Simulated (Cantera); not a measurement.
Mixture: 5.91 % CH4, 11.8 % O2, 78.0 % N2, 3.78 % H2O, 0.508 % C2H6, at 5.40 bar, adiabatic and at constant volume. Ignition delay is the time to a rise of 400 K.

Model: GRI-Mech 3.0 (53 species, 325 reactions), integrated in Cantera.

Problem. Predict: delay at 1048 K; delay at 1148 K; delay at 1248 K; delay at 1348 K; delay at 1448 K; apparent activation energy between 1348 and 1448 K.

Solution. 
```
Item                                                    Result
--------------------------------------------------  ----------
delay at 1048 K                                        19.4 ms
delay at 1148 K                                        5.01 ms
delay at 1248 K                                        1.77 ms
delay at 1348 K                                       0.691 ms
delay at 1448 K                                       0.275 ms
apparent activation energy between 1348 and 1448 K  150 kJ/mol
```
